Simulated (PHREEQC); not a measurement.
Solution (43 °C): 0.0074 mol H3BO3, 0.01 mol NaOH and 0.0095 mol NaCl per kg of water. Closed to the air; pH follows from the charge balance.

All values are PHREEQC results (ion-association model, phreeqc.dat), not measurements.

| quantity | before | after |
|---|---|---|
| pH | 10.82 | 9.21 |
| H2BO3- (mol/kgw) | 0.00728 | 4.17e-5 |
| H3BO3 (mol/kgw) | 0.000121 | 3.24e-5 |
| SI of Halite (NaCl) | -5.44 | -9.33 |

Problem. Name the change that produced these shifts.
A) diluted 100-fold with water
B) 0.0015 mol/kgw HBr added
C) 0.0026 mol/kgw K2HPO4 added
D) diluted 10-fold with water
E) temperature from 43 to 80 °C

Solution. A, diluted 100-fold with water

This is a speciation only: nothing precipitates in the calculation. Away from 25 °C the constants follow the database's enthalpies or fits; those with neither stay at their 25 °C values.
